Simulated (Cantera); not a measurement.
Feed: 1 mol B, 0.2 mol H2O, 49 mol H2, equilibrated at 75.0 Torr.

Cantera equilibrium calculation (NASA polynomials, part measured and part estimated; ideal gas, pure solids and liquids). Candidate condensed phases: B, B2O3, B3O3H3, H2O; 23 gas species. Kinetics and transport are ignored. All values below are at 1475 K.

Base state: H2 0.996, HBO 0.00338, B3O3H3 0.000133, B2O2 9.15e-5, H 4.09e-5, HBO2 3.16e-5 (mole fractions); condensed: B(s).

Task: What changes in the equilibrium state with this change: H2O from 0.2 to 1.3 mol?

Result: 
```tsv
species	before	after
H2	0.996	0.993
HBO	0.00338	0.00575
B3O3H3	0.000133	0.000658
B2O3	7.90e-6	0.000129
HBO2	3.16e-5	0.000301
H2O	4.34e-6	2.42e-5
B2O2	9.15e-5	0.000266
H	4.09e-5	4.09e-5
B(s), mol	0.802	0
B2O3(l), mol	0	0.277
```
